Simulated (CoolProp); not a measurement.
Ethylene along the isobar 6.41 MPa: density (kg/m³) from the reference equation and from simpler models built on Tc = 282.4 K, pc = 5.042 MPa, ω = 0.087; each cubic takes its own stable root.

The numbers come from the reference Helmholtz-energy equation of state, Smukala 2000 in CoolProp.

```json
[
 {"T (K)": "237.9", "phase": "liquid", "reference": "466.8"},
 {"T (K)": "245", "phase": "liquid", "reference": "452.6"},
 {"T (K)": "252.2", "phase": "liquid", "reference": "437.0"},
 {"T (K)": "259.4", "phase": "liquid", "reference": "419.7"},
 {"T (K)": "266.6", "phase": "liquid", "reference": "400.0"},
 {"T (K)": "273.8", "phase": "liquid", "reference": "376.5"},
 {"T (K)": "280.9", "phase": "liquid", "reference": "346.6"},
 {"T (K)": "288.1", "phase": "supercritical", "reference": "299.1"},
 {"T (K)": "295.3", "phase": "supercritical", "reference": "197.4"},
 {"T (K)": "302.5", "phase": "supercritical", "reference": "142.9"}
]
```

### Question
How far does each simpler model (van der Waals, Redlich-Kwong, Soave-Redlich-Kwong) lie from the reference over these 10 states: mean and median of the absolute difference, and the worst?

### Answer
- van der Waals: mean 25.1 %, median 30.6 %, worst -32.1 % at 237.9 K and 6.41 MPa
- Redlich-Kwong: mean 9.0 %, median 9.2 %, worst -14.8 % at 288.1 K and 6.41 MPa
- Soave-Redlich-Kwong: mean 9.3 %, median 8.5 %, worst -15.8 % at 288.1 K and 6.41 MPa
